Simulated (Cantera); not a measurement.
Input: 1 mol Si, 3.5 mol H2, 0.91 mol Cl2, equilibrated at 1.50 bar.

These are equilibrium values from Cantera (NASA tables, ideal gas, pure condensed phases), not measurements of a reactor. Candidate condensed phases: Si; 19 gas species. Rates play no part.

Over these rows the condensed part is Si(s). Partial pressures as log10 of bar:

| T (K) | 1000/T (1/K) | log p SiCl2 | log p H2 | log p SiCl4 | log p SiHCl3 |
|---|---|---|---|---|---|
| 698 | 1.4327 | -7.18 | 0.11 | -0.95 | -1.09 |
| 773 | 1.2937 | -6.01 | 0.11 | -0.95 | -1.10 |
| 848 | 1.1792 | -5.06 | 0.11 | -0.94 | -1.11 |
| 923 | 1.0834 | ? | 0.11 | -0.94 | -1.12 |
| 998 | 1.0020 | -3.59 | 0.11 | -0.95 | -1.14 |
| 1073 | 0.9320 | -3.02 | 0.11 | -0.96 | -1.16 |

Task: Fit log p(SiCl2) = a + b·(1000/T) to the five rows, give the apparent enthalpy, and predict the row at 923 K.

Result: Means: 1000/T = 1.1679, log p = -4.972. Sxy = -1.406004, Sxx = 0.1692440, so b = -8.31 and a = -4.972 − (-8.31)×1.1679 = 4.73.
Apparent enthalpy: −19.145 × (-8.31) = 159 kJ/mol. With the condensed phases at unit activity, 1/2 Si(s) + 1/2 SiCl4(g) = SiCl2(g) links this pressure to the main gases: over the six rows their terms move log p by -0.01 in all, so the slope is close to that reaction's ΔH°. The five rows lie within 0.01 of the line.
Prediction at 923 K: 4.73 + (-8.31)×1.0834 = -4.27. The computed value is -4.26, 0.01 from the line.
